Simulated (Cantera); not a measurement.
Input: 1 mol SiCl₄, 0.075 mol CH₄, 7.1 mol H₂, at 2.48 Torr.

Equilibrium computed with Cantera from the NASA thermochemical tables; the gas is ideal and each condensed phase is pure. Candidate condensed phases: C, C₆H₆, C₇H₈, C₈H₁₈, Si, SiC; 109 gas species. Gases not in the tables: Si₂H₆ and higher silanes. Kinetics and transport are ignored.

Which condensed phases are stable at each of these points (T (K)): 1425, 1525, 1625, 1725, 1825, 1925, 2025, 2125, 2225, 2325?


| T (K) | condensed phases | Si condensed (%) |
|---|---|---|
| 1425 | SiC(s) | 7.5 |
| 1525 | SiC(s) | 7.5 |
| 1625 | SiC(s) | 7.5 |
| 1725 | SiC(s) | 7.5 |
| 1825 | SiC(s) | 7.5 |
| 1925 | SiC(s) | 7.5 |
| 2025 | SiC(s) | 7.3 |
| 2125 | SiC(s) | 6.5 |
| 2225 | SiC(s) | 2.7 |
| 2325 | gas only | 0.0 |

From 1425 K to 2225 K the condensed part is SiC(s). At 2325 K nothing is condensed.
